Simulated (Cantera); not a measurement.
Cantera with NASA thermochemical tables; ideal gases at 1 bar, condensed phases pure. Values are per mole of reaction as written; species without (g) are pure solids or liquids, kept so even where they would boil at 1 bar.

Q: Between 1173 and 2173 K, where is each reaction favourable under standard conditions?
- 3 H2(g) + 2 V2O3 ⇌ 4 V + 3 H2O2(g)

A: 
- 3 H2(g) + 2 V2O3 ⇌ 4 V + 3 H2O2(g): ΔG° is 1811 kJ at 1173 K and 1695 kJ at 2173 K; it stays positive (K < 1). ΔH° is 1914 kJ and ΔS° 101 J/K at 2173 K.
